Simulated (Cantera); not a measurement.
A closed system holds: 1 mol C3H8, 5.1 mol CO2, held at 10.0 mbar.

These are equilibrium values from Cantera (NASA tables, ideal gas, pure condensed phases), not measurements of a reactor. Candidate condensed phases: C, C6H6, C7H8, C8H18, H2O; 131 gas species. Ions and electrons are included (thermal ionisation). Equilibrium is a limit: real reactors are often held back by kinetics, nucleation or transport. All values below are at 3500 K.

Base state: CO 0.448, H 0.430, O 0.112, H2 0.00531, OH 0.00238, CO2 0.000650, O2 0.000519, H2O 6.38e-5 (mole fractions); condensed: gas only.

**Question.** What changes in the equilibrium state with this change: C3H8 replaced by n-butane?

**Answer.** 
```csv
species,before,after
H,0.430,0.484
CO,0.448,0.454
O,0.112,0.0531
O2,0.000519,0.000116
CO2,0.000650,0.000311
```
